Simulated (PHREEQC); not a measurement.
Make-up at 79 °C: 24 mmol/kgw HF, 0.12 mmol/kgw NaF and 0.97 mmol/kgw H3PO4. Closed to the air; pH follows from the charge balance.

Model: ion-association model, phreeqc.dat, run in PHREEQC.

Each row changes one thing in this solution. This is a speciation only: nothing precipitates in the calculation.

| case | pH | ionic strength (mol/kgw) | HF (mol/kgw) | F- (mol/kgw) | H2PO4- (mol/kgw) | H3PO4 (mol/kgw) |
|---|---|---|---|---|---|---|
| as made | 2.59 | 0.00286 | 0.0217 | 0.00207 | 0.000601 | 0.000369 |
| NaF left out | 2.58 | 0.00280 | 0.0216 | 0.00201 | 0.000596 | 0.000374 |
| temperature from 79 to 75 °C | 2.57 | 0.00296 | 0.0216 | 0.00216 | 0.000601 | 0.000369 |
| HF from 0.024 to 0.048 mol/kgw | 2.44 | 0.00406 | 0.0440 | 0.00298 | 0.000520 | 0.000450 |
| NaF from 0.00012 to 1.2e-05 mol/kgw | 2.58 | 0.00280 | 0.0216 | 0.00202 | 0.000596 | 0.000374 |
| HF from 0.024 to 0.0024 mol/kgw | 2.97 | 0.00123 | 0.00205 | 0.000461 | ? | 0.000200 |
| temperature from 79 to 45 °C | 2.46 | 0.00381 | 0.0207 | 0.00294 | 0.000608 | 0.000362 |
| HF from 0.024 to 0.0048 mol/kgw | 2.88 | 0.00150 | 0.00414 | 0.000756 | 0.000735 | ? |
| 0.016 mol/kgw HBr added | 1.83 | 0.0167 | 0.0236 | 0.000430 | 0.000229 | 0.000741 |

**Question.** Complete the blanks.

**Answer.** 
- HF from 0.024 to 0.0024 mol/kgw, H2PO4- (mol/kgw): 0.000770
- HF from 0.024 to 0.0048 mol/kgw, H3PO4 (mol/kgw): 0.000235

Away from 25 °C the constants follow the database's enthalpies or fits; those with neither stay at their 25 °C values.
